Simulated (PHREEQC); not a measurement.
Metal-bearing waste water: an equilibrium model

Solution (15 °C): 78 mmol/kgw Pb(NO3)2, 19 mmol/kgw NaF and 2.3 mmol/kgw NaCl. Closed to the air; pH follows from the charge balance.

Model: ion-association model, wateq4f.dat, run in PHREEQC.

No solid was allowed to form.

Task: Estimate the pH, ionic strength.

Result: pH 4.97; ionic strength 0.192 mol/kgw.

Task: In which forms is F present?

Result: F- 74 %, PbF+ 19 %, PbF2 5.5 %, PbF3- 0.8 %, HF 0.7 % of the F.

Saturation is exceeded, for instance for Matlockite, PbF2; the values hold only as long as no solid forms.
